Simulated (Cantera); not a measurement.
# Equilibrium for carbon deposition, reforming and gasification: C3H6 + H2O + H2

A closed system holds: 1 mol C3H6, 0.041 mol H2O, 1.5 mol H2, at 1823.15 K and 0.100 bar.

These are equilibrium values from Cantera (NASA tables, ideal gas, pure condensed phases), not measurements of a reactor. Candidate condensed phases: C, C6H6, C7H8, C8H18, H2O; 110 gas species. Rates play no part.

The x(H2) comes out as 0.989 and the x(CO) is 0.00894. The x(H) comes out as 0.00136 and the x(C2H2 (acetylene)) is 0.000209. The x(CH4) is 6.98e-5. The x(CH3) is 1.94e-6 and the n(C(graphite)) is 2.96 mol. The gas amount is 4.585 mol.
